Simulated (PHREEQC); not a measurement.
A made-up water analysis in mg/L, 20 °C, pH 5.84, pe 12.1: Na 2.41; K 0.0196; Ca 8.52; Mg 2.34; Cl 10.2; S(6) as SO4 8.01; Alkalinity as HCO3 17.5; O(0) (dissolved oxygen) 0.0271; Zn 0.0414; Pb 3.41; B 0.0281.

Valence states are taken as typed.

All values are PHREEQC results (ion-association model, wateq4f.dat), not measurements.

```csv
quantity,before,after
CO2 (mol/kgw),0.000946,0.000293
HCO3- (mol/kgw),0.000282,0.000277
SO4-2 (mol/kgw),7.94e-5,7.95e-5
Pb+2 (mol/kgw),1.21e-5,1.01e-5
CaSO4 (mol/kgw),2.35e-6,2.36e-6
PbHCO3+ (mol/kgw),2.33e-6,1.90e-6
SI of Anglesite (PbSO4),-1.33,-1.41
SI of Pb(OH)2 (Pb(OH)2),-1.63,-0.71
```

Question: Name the change that produced these shifts.
A. all concentrations times 3 at the same typed pH
B. pH from 5.84 to 5.5 at the same alkalinity
C. pH from 5.84 to 6.34 at the same alkalinity
D. S(6) from 8.01 to 4 mg/L

Answer: C, pH from 5.84 to 6.34 at the same alkalinity

No solid was allowed to form. Some of these states are supersaturated (in Cerrusite, for instance).
